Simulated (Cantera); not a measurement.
A closed system holds: 1 mol Ti(OiPr)4, 0.19 mol C3H8, 32 mol H2, 1.3 mol H2O, held at 270 Torr.

Equilibrium computed with Cantera from the NASA thermochemical tables; the gas is ideal and each condensed phase is pure. Candidate condensed phases: C, C6H6, C7H8, C8H18, H2O, Ti, TiC, TiO, TiO2, Ti2O3, Ti3O5, Ti4O7; 113 gas species. The feed counts by its element totals alone. TiC: taken at fixed stoichiometry. Condensed phases not in the tables: Magnéli phases beyond Ti4O7. Kinetics and transport are ignored.

log p: log10 of the partial pressure in bar; n: condensed amount in mol.

```json
[
 {"T (K)": "1000", "log p H2": "-0.49", "log p CO": "-1.68", "log p CH4": "-1.99", "log p H": "-8.89", "log p H2O": "-2.57", "n C(graphite)": "8.27", "n TiO2(rutile)": "1.00", "n Ti4O7(s)": "0", "n Ti3O5(s)": "0", "n TiC(s)": "0"},
 {"T (K)": "1100", "log p H2": "-0.48", "log p CO": "-1.64", "log p CH4": "-2.40", "log p H": "-7.83", "log p H2O": "-3.17", "n C(graphite)": "8.81", "n TiO2(rutile)": "1.00", "n Ti4O7(s)": "0", "n Ti3O5(s)": "0", "n TiC(s)": "0"},
 {"T (K)": "1200", "log p H2": "-0.48", "log p CO": "-1.61", "log p CH4": "-2.76", "log p H": "-6.94", "log p H2O": "-3.67", "n C(graphite)": "8.80", "n TiO2(rutile)": "0", "n Ti4O7(s)": "0.250", "n Ti3O5(s)": "0", "n TiC(s)": "0"},
 {"T (K)": "1300", "log p H2": "-0.48", "log p CO": "-1.60", "log p CH4": "-3.06", "log p H": "-6.19", "log p H2O": "-4.11", "n C(graphite)": "8.82", "n TiO2(rutile)": "0", "n Ti4O7(s)": "0", "n Ti3O5(s)": "0.333", "n TiC(s)": "0"},
 {"T (K)": "1400", "log p H2": "-0.49", "log p CO": "-1.45", "log p CH4": "…", "log p H": "…", "log p H2O": "…", "n C(graphite)": "6.21", "n TiO2(rutile)": "0", "n Ti4O7(s)": "0", "n Ti3O5(s)": "0", "n TiC(s)": "1.00"},
 {"T (K)": "1500", "log p H2": "-0.49", "log p CO": "-1.45", "log p CH4": "…", "log p H": "…", "log p H2O": "…", "n C(graphite)": "6.23", "n TiO2(rutile)": "0", "n Ti4O7(s)": "0", "n Ti3O5(s)": "0", "n TiC(s)": "1.00"},
 {"T (K)": "1600", "log p H2": "-0.49", "log p CO": "-1.45", "log p CH4": "-3.77", "log p H": "-4.51", "log p H2O": "-4.99", "n C(graphite)": "6.24", "n TiO2(rutile)": "0", "n Ti4O7(s)": "0", "n Ti3O5(s)": "0", "n TiC(s)": "1.00"},
 {"T (K)": "1700", "log p H2": "-0.49", "log p CO": "-1.45", "log p CH4": "-3.94", "log p H": "-4.08", "log p H2O": "-5.25", "n C(graphite)": "6.25", "n TiO2(rutile)": "0", "n Ti4O7(s)": "0", "n Ti3O5(s)": "0", "n TiC(s)": "1.00"},
 {"T (K)": "1800", "log p H2": "-0.49", "log p CO": "-1.45", "log p CH4": "-4.09", "log p H": "-3.69", "log p H2O": "-5.48", "n C(graphite)": "6.24", "n TiO2(rutile)": "0", "n Ti4O7(s)": "0", "n Ti3O5(s)": "0", "n TiC(s)": "1.00"},
 {"T (K)": "1900", "log p H2": "-0.49", "log p CO": "-1.45", "log p CH4": "-4.23", "log p H": "-3.35", "log p H2O": "-5.69", "n C(graphite)": "6.22", "n TiO2(rutile)": "0", "n Ti4O7(s)": "0", "n Ti3O5(s)": "0", "n TiC(s)": "1.00"},
 {"T (K)": "2000", "log p H2": "-0.49", "log p CO": "-1.45", "log p CH4": "-4.35", "log p H": "-3.03", "log p H2O": "-5.87", "n C(graphite)": "6.19", "n TiO2(rutile)": "0", "n Ti4O7(s)": "0", "n Ti3O5(s)": "0", "n TiC(s)": "1.00"},
 {"T (K)": "2100", "log p H2": "-0.49", "log p CO": "-1.45", "log p CH4": "-4.47", "log p H": "-2.75", "log p H2O": "-6.04", "n C(graphite)": "6.13", "n TiO2(rutile)": "0", "n Ti4O7(s)": "0", "n Ti3O5(s)": "0", "n TiC(s)": "1.000"},
 {"T (K)": "2200", "log p H2": "-0.49", "log p CO": "-1.45", "log p CH4": "-4.57", "log p H": "-2.50", "log p H2O": "-6.19", "n C(graphite)": "6.02", "n TiO2(rutile)": "0", "n Ti4O7(s)": "0", "n Ti3O5(s)": "0", "n TiC(s)": "1.000"}
]
```

Q: Fill in the missing entries.

A: 
- 1400, log p CH4: -3.34
- 1400, log p H: -5.56
- 1400, log p H2O: -4.37
- 1500, log p CH4: -3.57
- 1500, log p H: -5.00
- 1500, log p H2O: -4.70
